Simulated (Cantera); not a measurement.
**Equilibrium for silicon epitaxy and polysilicon growth: SiH2Cl2 + N2**

Charge: 1 mol SiH2Cl2, a varied amount of N2, held at 1248 K and 0.100 bar.

Method: chemical equilibrium by Gibbs-energy minimisation in Cantera with the NASA 1993 tables (ideal gas, pure condensed phases). Candidate condensed phases: NH4Cl, Si, Si3N4; 28 gas species. N2 is the only nitrogen source here; it is nearly inert below about 1500 K, so the nitride shown seldom forms there in practice. The tables' values for SiCl3 are old estimates; treat these amounts as uncertain. Equilibrium is a limit: real reactors are often held back by kinetics, nucleation or transport.

| n(N2) (mol) | log p N2 | log p HCl | log p H2 | log p SiCl4 | n Si3N4(s) |
|---|---|---|---|---|---|
| 3.5 | -1.20 | -1.61 | -2.06 | -2.38 | 0.263 |
| 5.1 | -1.14 | -1.72 | -2.22 | -2.53 | 0.268 |
| 7.5 | -1.10 | -1.84 | -2.39 | -2.70 | 0.272 |
| 11 | -1.07 | -1.97 | -2.56 | -2.88 | 0.276 |
| 16 | -1.05 | -2.10 | -2.75 | -3.06 | 0.281 |
| 24 | -1.03 | -2.25 | -2.95 | -3.27 | 0.285 |
| 35 | -1.02 | -2.39 | -3.14 | -3.46 | 0.288 |
log p: log10 of the partial pressure in bar; n: condensed amount in mol.

From 3.5 mol N2 to 35 mol N2 the condensed part is Si3N4(s). The main Si-bearing gas is SiCl4 throughout. The share of Si in condensed phases is highest at 35 mol N2 (86.5 %) and lowest at 3.5 mol N2 (79.0 %).
